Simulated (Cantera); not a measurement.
**Diamond growth**

A diamond (100) surface in a fixed gas of H2 with x(CH4) = 0.0021, x(H) = 0.00023, x(CH3) = 4.2e-05, 0.0138 atm; coverages are run to steady state.

Model: the Harris–Goodwin 1993 mechanism for the reconstructed diamond (100) surface, integrated in Cantera.

```tsv
T (K)	growth (µm/h)	θ c6HH	θ c6H*	θ c6*H	θ c6**	θ c6HM
925	0.127	0.604	0.0108	0.277	0.00397	0.0819
975	0.0941	0.601	0.0149	0.329	0.00574	0.0368
1025	0.0505	0.586	0.0193	0.370	0.00751	0.0118
1075	0.0270	0.565	0.0236	0.397	0.00899	0.00330
1125	0.0187	0.547	0.0276	0.413	0.0101	0.000922
1175	0.0163	0.537	0.0312	0.420	0.0107	0.000267
1225	0.0138	0.535	0.0343	0.419	0.0109	8.03e-5
1275	0.00890	0.540	0.0369	0.412	0.0107	2.51e-5
1325	0.00410	0.552	0.0389	0.399	0.0103	8.46e-6
1375	0.00159	0.566	0.0404	0.384	0.00970	3.11e-6
```
θ: site fractions in the mechanism's names (c6HH fully hydrogenated, c6H* and c6*H radical sites, c6** diradical, c6HM methylated).
